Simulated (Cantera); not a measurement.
A Cantera script and its output.

```python
import numpy as np
import cantera as ct

gas = ct.Solution("SiF4_NH3_mec.yaml", "gas")
gas.TPX = 1675, 3000, {'NH3': 1, 'N2': 10, 'H2': 0.096}
reactor = ct.IdealGasConstPressureReactor(gas, energy="off", clone=False)
net = ct.ReactorNet([reactor])
net.rtol, net.atol = 1e-08, 1e-18
show = ['NH3', 'H2', 'N', 'NH2', 'H', 'N2H4']
times = np.geomspace(0.0006, 10, 11)

steps = ct.SolutionArray(gas, extra=["t"])
rows = []
print(f"{'t/s':>10s}{'T/K':>9s}{'P/Pa':>11s}" + "".join(f"{s:>11s}" for s in show))
for t in times:
    while net.time < t:
        t_next = net.step()
        steps.append(gas.state, t=t_next)
    rows.append([np.interp(t, steps.t, y) for y in (steps.T, steps.P, *steps(*show).X.T)])
    print(f"{t:10.3e}{rows[-1][0]:9.1f}{rows[-1][1]:11.4g}" + "".join(f"{x:11.3e}" for x in rows[-1][2:]))
rate = np.gradient(steps.T, steps.t)
print("integrator steps:", len(steps.t))
if steps.T.max() > steps.T[0] + 200:
    print(f"time of steepest temperature rise: {steps.t[rate.argmax()]:.4e} s")
gas.TPX = 1675, 3000, {'NH3': 1, 'N2': 10, 'H2': 0.096}
gas.equilibrate("TP")
print(f"equilibrium (TP): T = {gas.T:.1f} K  " + "  ".join(f"{s} {gas[s].X[0]:.3e}" for s in show))
```

Output:

```
       t/s      T/K       P/Pa        NH3         H2          N        NH2          H       N2H4
 6.000e-04   1675.0       3000  9.012e-02  8.652e-03  1.525e-15  4.620e-07  3.064e-08  6.225e-14
 1.586e-03   1675.0       3000  9.012e-02  8.652e-03  7.731e-14  1.241e-06  6.060e-08  4.899e-13
 4.193e-03   1675.0       3000  9.012e-02  8.653e-03  3.902e-12  3.299e-06  1.398e-07  3.572e-12
 1.108e-02   1675.0       3000  9.011e-02  8.656e-03  1.288e-10  8.718e-06  3.487e-07  2.524e-11
 2.930e-02   1675.0       3000  9.010e-02  8.665e-03  2.165e-09  2.291e-05  9.008e-07  1.750e-10
 7.746e-02   1675.0       3000  9.002e-02  8.734e-03  1.840e-08  5.796e-05  2.314e-06  1.121e-09
 2.048e-01   1675.0       3000  8.947e-02  9.450e-03  5.596e-08  9.849e-05  4.346e-06  3.237e-09
 5.413e-01   1675.0       3000  8.752e-02  1.211e-02  7.294e-08  9.647e-05  5.531e-06  3.106e-09
 1.431e+00   1675.0       3000  8.283e-02  1.855e-02  9.607e-08  8.617e-05  7.892e-06  2.478e-09
 3.783e+00   1675.0       3000  7.267e-02  3.245e-02  1.215e-07  7.183e-05  1.299e-05  1.722e-09
 1.000e+01   1675.0       3000  5.409e-02  5.788e-02  1.328e-07  5.373e-05  2.313e-05  9.634e-10
integrator steps: 786
equilibrium (TP): T = 1675.0 K  NH3 5.111e-08  H2 1.318e-01  N 1.797e-11  NH2 2.373e-10  H 2.450e-04  N2H4 1.883e-20
```

Computed with Cantera and the gas-phase N/H chemistry of the illustrative SiF4/NH3 mechanism in the Surface Chemkin manual (1991). Walls and surfaces, which speed up NH3 decomposition in real reactors, are not modelled.
